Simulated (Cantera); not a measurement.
Charge: 1 mol Ti(OiPr)4, 1.8 mol C3H8, 1.1 mol H2, equilibrated at 0.0850 bar.

Cantera equilibrium calculation (NASA polynomials, part measured and part estimated; ideal gas, pure solids and liquids). Candidate condensed phases: C, C6H6, C7H8, C8H18, H2O, Ti, TiC, TiO, TiO2, Ti2O3, Ti3O5, Ti4O7; 113 gas species. The feed counts by its element totals alone. TiC: taken at fixed stoichiometry. Condensed phases not in the tables: Magnéli phases beyond Ti4O7. Kinetics and transport are ignored.

x: gas mole fraction; n: condensed amount in mol.

```
T (°C)   x H2    x CO     x CH4       x H  n C(graphite)  n TiO2(rutile)  n Ti4O7(s)  n Ti3O5(s)  n TiC(s)
------  -----  ------  --------  --------  -------------  --------------  ----------  ----------  --------
775     0.913  0.0813   0.00414   2.53e-8           15.3            1.00           0           0         0
875     0.907  0.0914   0.00166   2.34e-7           15.1               0       0.250           0         0
975     0.904  0.0947         …         …           15.1               0           0           …         0
1075    0.847   0.152         …         …           12.4               0           0           0      1.00
1175    0.848   0.152  0.000204   2.91e-5           12.4               0           0           0      1.00
1275    0.848   0.152  0.000125   9.72e-5           12.4               0           0           0      1.00
1375    0.848   0.152   8.18e-5  0.000281           12.4               0           0           0      1.00
1475    0.847   0.152   5.61e-5  0.000721           12.4               0           0           0      1.00
1575    0.846   0.152   4.01e-5   0.00167           12.4               0           0           0      1.00
1675    0.844   0.152   2.96e-5   0.00356           12.4               0           0           0      1.00
```

What belongs in the gaps?


- 975, x CH4: 0.000775
- 975, x H: 1.52e-6
- 975, n Ti3O5(s): 0.333
- 1075, x CH4: 0.000356
- 1075, x H: 7.31e-6
